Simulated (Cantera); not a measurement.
Standard-state values (1 bar) from the NASA 1993 polynomials, evaluated with Cantera. Values are per mole of reaction as written; species without (g) are pure solids or liquids, kept so even where they would boil at 1 bar. TaC: taken at fixed stoichiometry.

2 Ta2O5 + 4 C + 5 N2(g) = 10 NO(g) + 4 TaC

```tsv
T (K)	ΔH° (kJ)	ΔS° (J/K)	ΔG° (kJ)	log10 K	condensed phases
873	4403.6	969.5	3557.2	-212.84	Ta2O5(s), C(graphite), TaC(s)
1023	4393.2	958.5	3412.6	-174.25	Ta2O5(s), C(graphite), TaC(s)
1173	4382.3	948.6	3269.6	-145.59	Ta2O5(s), C(graphite), TaC(s)
1323	4371.1	939.6	3128.0	-123.50	Ta2O5(s), C(graphite), TaC(s)
1473	4359.8	931.5	2987.7	-105.94	Ta2O5(s), C(graphite), TaC(s)
1623	4348.5	924.2	2848.5	-91.67	Ta2O5(s), C(graphite), TaC(s)
1773	4337.1	917.5	2710.4	-79.85	Ta2O5(s), C(graphite), TaC(s)
1923	4326.0	911.5	2573.2	-69.90	Ta2O5(s), C(graphite), TaC(s)
2073	4073.5	788.6	2438.7	-61.45	Ta2O5(l), C(graphite), TaC(s)
2223	?	?	?	?	Ta2O5(l), C(graphite), TaC(s)
2373	?	?	?	?	Ta2O5(l), C(graphite), TaC(s)
```

**Question.** Complete the blanks.

**Answer.** 
- 2223, ΔH° (kJ): 4049.8
- 2223, ΔS° (J/K): 777.6
- 2223, ΔG° (kJ): 2321.2
- 2223, log10 K: -54.54
- 2373, ΔH° (kJ): 4026.7
- 2373, ΔS° (J/K): 767.5
- 2373, ΔG° (kJ): 2205.3
- 2373, log10 K: -48.54
